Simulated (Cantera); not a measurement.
Feed: 1 mol HCl, 0.45 mol H2, equilibrated at 1398 K and 1.33 mbar.

Method: chemical equilibrium by Gibbs-energy minimisation in Cantera with the NASA 1993 tables (ideal gas, pure condensed phases). Kinetics and transport are ignored.

Task: What is the equilibrium state?

Result: 
| Item | Result |
|---|---|
| x(HCl) | 0.689 |
| x(H2) | 0.310 |
| x(Cl) | 0.000132 |
| x(H) | 7.22e-5 |
| gas amount | 1.450 mol |
